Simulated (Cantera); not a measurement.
A Cantera script and its output.

```python
import numpy as np
import cantera as ct

gas = ct.Solution("gri30.yaml")
gas.TPX = 523, 1000000, {'CO': 1, 'H2': 0.38, 'O2': 0.627, 'N2': 2.36}
flame = ct.FreeFlame(gas, width=0.008)
flame.set_refine_criteria(ratio=3, slope=0.08, curve=0.16)
flame.transport_model = "mixture-averaged"
flame.solve(loglevel=0, auto=True)
z, T = flame.grid, flame.T
thick = (T[-1] - T[0]) / np.gradient(T, z).max()
show = ['CO', 'H2', 'O2', 'H', 'OH', 'N2O']
print(f"laminar burning velocity  {flame.velocity[0] * 100:.3f} cm/s")
print(f"burnt temperature         {T[-1]:.1f} K")
print(f"thermal thickness         {thick * 1e3:.4f} mm")
print(f"grid points               {len(z)}")
z0 = z[flame.heat_release_rate.argmax()]
print(f"{'z/mm':>9s}{'T/K':>9s}{'u/(m/s)':>9s}" + "".join(f"{s:>11s}" for s in show))
rows = []
for k in (-3, -2, -1.5, -1, -0.5, -0.25, 0, 0.25, 0.5, 1, 2, 4, 8):
    zz = z0 + k * thick
    rows.append([k * thick, np.interp(zz, z, T), np.interp(zz, z, flame.velocity),
                 *(np.interp(zz, z, flame.X[gas.species_index(s)]) for s in show)])
    print(f"{rows[-1][0] * 1e3:9.3f}{rows[-1][1]:9.1f}{rows[-1][2]:9.3f}" + "".join(f"{x:11.3e}" for x in rows[-1][3:]))
```

Output:

```
laminar burning velocity  137.674 cm/s
burnt temperature         2593.2 K
thermal thickness         0.0430 mm
grid points               121
     z/mm      T/K  u/(m/s)         CO         H2         O2          H         OH        N2O
   -0.129    523.0    1.376  2.291e-01  8.673e-02  1.436e-01  9.724e-16  5.889e-15  2.969e-14
   -0.086    523.1    1.375  2.293e-01  8.563e-02  1.438e-01  4.544e-14  2.684e-13  7.619e-13
   -0.064    523.8    1.374  2.299e-01  8.347e-02  1.441e-01  1.117e-12  6.840e-12  9.842e-12
   -0.043    530.5    1.383  2.312e-01  7.723e-02  1.449e-01  5.313e-11  4.081e-10  2.074e-10
   -0.021    635.8    1.628  2.320e-01  5.716e-02  1.438e-01  5.089e-07  1.396e-06  9.880e-09
   -0.011    974.4    2.455  2.188e-01  3.778e-02  1.285e-01  2.733e-04  3.042e-04  8.680e-08
    0.000   1466.1    3.622  1.842e-01  1.816e-02  9.374e-02  2.851e-03  2.142e-03  4.087e-07
    0.011   1799.3    4.357  1.444e-01  8.297e-03  6.152e-02  5.357e-03  5.226e-03  8.420e-07
    0.021   1991.9    4.748  1.158e-01  6.328e-03  4.433e-02  5.821e-03  7.299e-03  1.011e-06
    0.043   2190.2    5.133  8.886e-02  6.030e-03  3.065e-02  4.729e-03  8.458e-03  1.010e-06
    0.086   2354.6    5.453  7.218e-02  5.163e-03  2.198e-02  2.809e-03  7.899e-03  9.706e-07
    0.172   2472.0    5.676  6.047e-02  4.132e-03  1.584e-02  1.555e-03  6.614e-03  8.950e-07
    0.344   2544.7    5.811  5.231e-02  3.463e-03  1.166e-02  9.832e-04  5.550e-03  7.878e-07
```

Computed with Cantera and GRI-Mech 3.0 (53 species, 325 reactions). The hydrogen kinetics of GRI-Mech 3.0 are dated; newer H2 mechanisms differ, most at raised pressure. Burning velocities carry a grid error of a few per cent, more on coarse grids.
